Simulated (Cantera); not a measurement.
Predominance diagram of Mg at 700 K against the partial pressures of O2 and Br2 (log10, bar). Standard-state values (1 bar) from the NASA 1993 polynomials, evaluated with Cantera. Candidates: Mg(s), MgBr2(s), MgO(s). Only these pure phases compete in this equilibrium. Not in the tables: oxide halides.

```
log p(Br2) \ log p(O2)
        columns: -54, -50.4, -46.8, -43.2, -39.6, -36, -32.4, -28.8, -25.2, -21.6, -18, -14.4, -10.8, -7.2, -3.6, 0
      0  A A A A A A A A A A A A B B B B
   -1.5  A A A A A A A A A A A B B B B B
   -3.1  A A A A A A A A A A B B B B B B
   -4.6  A A A A A A A A A A B B B B B B
   -6.2  A A A A A A A A A B B B B B B B
   -7.7  A A A A A A A A B B B B B B B B
   -9.2  A A A A A A A B B B B B B B B B
  -10.8  A A A A A A B B B B B B B B B B
  -12.3  A A A A A B B B B B B B B B B B
  -13.8  A A A A A B B B B B B B B B B B
  -15.4  A A A A B B B B B B B B B B B B
  -16.9  A A A B B B B B B B B B B B B B
  -18.5  A A B B B B B B B B B B B B B B
    -20  A B B B B B B B B B B B B B B B
```

A: MgBr2(s); B: MgO(s).
